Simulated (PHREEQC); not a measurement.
A column of 0.2 m (40 cells, dispersivity 0.016 m, 60 s a shift, diffusion coefficient 3e-10 m²/s) holds 0.0057 eq of the database's cation exchanger X per kg of pore water, first in equilibrium with 0.0012 mol/kgw MgCl2, 0.0018 mol/kgw LiCl, 0.003 mol/kgw PbCl2 and 1e-05 mol/kgw HCl. It is flushed with 4.5 mmol/kgw NH4Cl and 0.01 mmol/kgw HCl, at 25 °C. Values are for the last cell. The system is closed to CO2. Nothing may precipitate in this run.

Model: ion-association model, phreeqc.dat, run in PHREEQC.

```csv
pore volumes,NH4 in solution (mol/kgw),Li in solution (mol/kgw),Mg in solution (mol/kgw),Pb in solution (mol/kgw),Cl in solution (mol/kgw),MgX2 on the exchanger (mol/kgw),NH4X on the exchanger (mol/kgw)
0,0,0.00180,0.00120,0.00300,0.0102,0.000424,0
0.3125,1.67e-6,0.00180,0.00120,0.00300,0.0102,0.000424,2.11e-7
0.4625,5.96e-5,0.00175,0.00117,0.00293,0.0100,0.000423,7.62e-6
0.7625,0.000782,0.00129,0.000915,0.00229,0.00849,0.000407,0.000111
1.062,0.00186,0.000696,0.000566,0.00144,0.00659,0.000376,0.000323
1.363,0.00265,0.000321,0.000333,0.000884,0.00542,0.000341,0.000572
1.512,0.00293,0.000211,0.000260,0.000709,0.00509,0.000324,0.000696
1.812,0.00332,8.80e-5,0.000169,0.000490,0.00473,0.000292,0.000929
2.112,0.00357,3.58e-5,0.000120,0.000368,0.00459,0.000265,0.00113
2.413,0.00375,1.44e-5,9.02e-5,0.000293,0.00454,0.000242,0.00131
2.562,0.00382,9.13e-6,7.96e-5,0.000266,0.00453,0.000232,0.00139
2.862,0.00393,3.65e-6,6.39e-5,0.000225,0.00452,0.000214,0.00153
3.163,0.00401,1.46e-6,5.27e-5,0.000195,0.00451,0.000198,0.00166
3.462,0.00407,5.84e-7,4.44e-5,0.000172,0.00451,0.000185,0.00177
3.612,0.00409,3.70e-7,4.11e-5,0.000163,0.00451,0.000179,0.00182
3.913,0.00414,1.48e-7,3.55e-5,0.000147,0.00451,0.000168,0.00192
4.213,0.00417,5.98e-8,3.10e-5,0.000134,0.00451,0.000158,0.00200
4.513,0.00420,2.41e-8,2.74e-5,0.000123,0.00451,0.000149,0.00208
4.662,0.00421,1.53e-8,2.59e-5,0.000118,0.00451,0.000145,0.00212
4.963,0.00423,6.21e-9,2.31e-5,0.000110,0.00451,0.000137,0.00219
```

Complexes and solids missing from the database can't appear.
